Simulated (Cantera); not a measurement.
# Reactions in the system Cr-H-N-O

Cantera with NASA thermochemical tables; ideal gases at 1 bar, condensed phases pure. Values are per mole of reaction as written; species without (g) are pure solids or liquids, kept so even where they would boil at 1 bar.

6 H2O(g) + Cr2N = 2 CrO3(g) + 12 H(g) + N(g)

```tsv
T (K)	ΔH° (kJ)	ΔS° (J/K)	ΔG° (kJ)	log10 K
448	4097.1	912.4	3688.3	-430.03
648	4120.8	956.3	3501.1	-282.22
848	4142.8	985.9	3306.7	-203.68
1048	4161.6	1005.9	3107.4	-154.88
1248	4176.6	1019.1	2904.8	-121.58
1448	4188.1	1027.6	2700.1	-97.40
1648	4196.1	1032.8	2494.0	-79.05
```
